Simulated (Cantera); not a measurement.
Charge: 1 mol Si, 2.7 mol F2, 0.36 mol H2, equilibrated at 1548 K and 1.33 mbar.

These are equilibrium values from Cantera (NASA tables, ideal gas, pure condensed phases), not measurements of a reactor. Candidate condensed phases: Si; 25 gas species. Equilibrium is a limit: real reactors are often held back by kinetics, nucleation or transport.

Base state: SiF4 0.417, HF 0.300, F 0.283 (mole fractions); condensed: gas only.

**Question.** What changes in the equilibrium state with this change: H2 from 0.36 to 0.74 mol?

**Answer.** 
| species | before | after |
|---|---|---|
| HF | 0.300 | 0.575 |
| SiF4 | 0.417 | 0.408 |
| H2 | <1e-9 | 0.0156 |
| F | 0.283 | 1.49e-7 |
| SiF3 | <1e-9 | 0.00146 |
| H | <1e-9 | 0.000105 |
The tables' values for SiF3 are old estimates; treat these amounts as uncertain.

**Question.** What changes in the equilibrium state with this change: H2 from 0.36 to 24 mol?

**Answer.** 
```
species  before     after
-------  ------  --------
H2        <1e-9     0.897
HF        0.300    0.0637
SiF4      0.417    0.0301
F         0.283   2.18e-9
SiF3      <1e-9   0.00736
SiF2      <1e-9  0.000943
H         <1e-9  0.000799
SiHF3     <1e-9  0.000290
```
The tables' values for SiF3, SiF2 are old estimates; treat these amounts as uncertain.
